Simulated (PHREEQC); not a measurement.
Solution A (0.065 mol CsOH and 0.0025 mol H3BO3 per kg of water) is mixed with solution B (0.012 mol/kgw NaHCO3 and 0.0047 mol/kgw Na2B4O7) at 25 °C; shares are by mass of water, 1 kg in all. O2 is buffered at 0.21 atm. The system is closed to CO2. Solids allowed: Nahcolite, Natron. Others were left out.

Model: ion-association model, wateq4f.dat, run in PHREEQC.

```
share of solution B     pH  HCO3- (mol/kgw)  H2BO3- (mol/kgw)  CO3-2 (mol/kgw)  H3BO3 (mol/kgw)
-------------------  -----  ---------------  ----------------  ---------------  ---------------
0                    12.70                0           0.00250                0          6.73e-7
0.1                  12.64              ___           0.00413              ___          1.29e-6
0.2                  12.56              ___           0.00576          0.00231          2.13e-6
0.4                  12.37          2.29e-5           0.00901          0.00446          5.27e-6
0.5                    ___              ___            0.0106          0.00547              ___
0.6                  12.00          7.94e-5            0.0123          0.00642          1.70e-5
0.8                  10.26          0.00368            0.0144          0.00510              ___
0.9                   9.57          0.00811            0.0123          0.00220              ___
1                     9.07           0.0108           0.00831         0.000896           0.0105
```

Question: Complete the blanks.

Answer: 
- 0.1, HCO3- (mol/kgw): 3.16e-6
- 0.1, CO3-2 (mol/kgw): 0.00118
- 0.2, HCO3- (mol/kgw): 7.41e-6
- 0.5, pH: 12.22
- 0.5, HCO3- (mol/kgw): 3.98e-5
- 0.5, H3BO3 (mol/kgw): 8.76e-6
- 0.8, H3BO3 (mol/kgw): 0.00114
- 0.9, H3BO3 (mol/kgw): 0.00487

Species that the database lacks are ignored.
